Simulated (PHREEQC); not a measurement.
A solution holds 0.042 mol/kgw Na3PO4, at 21 °C. Closed to the air; pH follows from the charge balance.

Equilibrium calculation in PHREEQC: ion-association model, wateq4f.dat.

```
quantity                  before  after
------------------------  ------  -----
pH                         12.09  11.97
ionic strength (mol/kgw)   0.225  0.107
```

Problem. Which change was made?
(A) temperature from 21 to 20 °C
(B) Na3PO4 replaced by NaHS at the same molality
(C) temperature from 21 to 30 °C
(D) Na3PO4 replaced by NaI at the same molality
(E) Na3PO4 from 0.042 to 0.021 mol/kgw

Solution. E, Na3PO4 from 0.042 to 0.021 mol/kgw

Precipitation was switched off in this run. H3PO4, which wateq4f.dat lacks, is added to it with the constant of phreeqc.dat.
